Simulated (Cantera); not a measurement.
A closed system holds: 1 mol toluene, 0.076 mol CO2, 0.63 mol N2, held at 1.00 Torr.

Cantera equilibrium calculation (NASA polynomials, part measured and part estimated; ideal gas, pure solids and liquids). Candidate condensed phases: C, C6H6, C7H8, C8H18, H2O; 136 gas species. Rates play no part. All values below are at 1102 °C.

Base state: H2 0.836, N2 0.132, CO 0.0318, HCN 0.000134, H 8.58e-5 (mole fractions); condensed: C(graphite).

**Question.** What changes in the equilibrium state with this change: toluene replaced by CH3OH?

**Answer.** 
```tsv
species	before	after
H2	0.836	0.523
CO	0.0318	0.286
N2	0.132	0.170
H2O	1.63e-7	0.0162
CO2	3.00e-9	0.00429
HCN	0.000134	6.82e-9
C(graphite), mol	6.92	0
```
